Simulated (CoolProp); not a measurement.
Vapour-liquid equilibrium of R13 (1) + R11 (2) at -16.65 °C; x and y are mole fractions of (1).

Values from CoolProp's multi-fluid Helmholtz-energy mixture model, Platzer 1990 and Jacobsen 1992; pair parameters Bell 2016. This equation is an older, rougher fit; its heat capacities, sound speeds and derivatives of the liquid may be far off and weren't checked against measurements.

### Question
Give the bubble pressure and the first vapour's composition at x = 0.35, 0.65, 0.95. Is there an azeotrope?

### Answer
x = 0.35: 0.5631 MPa, y = 0.970; x = 0.65: 0.8621 MPa, y = 0.984; x = 0.95: 1.183 MPa, y = 0.997. No azeotrope shows between x = 0.05 and 0.95.

Pair parameters are fitted to limited data, so mixtures are less certain than the pure fluids. The gap from Raoult's law changes sign with composition, which may be real or a fault of the pair parameters; it wasn't checked against measurements.
